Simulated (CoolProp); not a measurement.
Properties of octamethyltrisiloxane (MDM) along the isobar 0.551 MPa (Tc = 565.4 K, pc = 1.438 MPa, ω = 0.528).

Values from CoolProp's reference Helmholtz-energy equation of state, Thol 2017.

```
T (K)   phase  Joule-Thomson coefficient (K/MPa)  isothermal compressibility (1/MPa)  expansivity (1/kK)  fugacity coefficient
-----  ------  ---------------------------------  ----------------------------------  ------------------  --------------------
461.4  liquid                            0.04440                             0.01152               2.301                0.3900
470.9  liquid                             0.1243                             0.01372               2.488                0.4651
480.4  liquid                             0.2249                             0.01664               2.722                0.5486
489.8  liquid                             0.3545                             0.02060               3.022                0.6390
499.3  liquid                             0.5330                             0.02638               3.433                0.7381
508.8     gas                              21.41                               2.641               5.585                0.8078
518.2     gas                              18.72                               2.501               4.883                0.8214
527.7     gas                              16.61                               2.399               4.362                0.8338
537.1     gas                              14.94                               2.321               3.964                0.8451
546.6     gas                              13.55                               2.258               3.644                0.8554
556.1     gas                              12.38                               2.207               3.382                0.8649
565.5     gas                              11.39                               2.165               3.165                0.8736
575       gas                              10.52                               2.130               2.979                0.8817
```
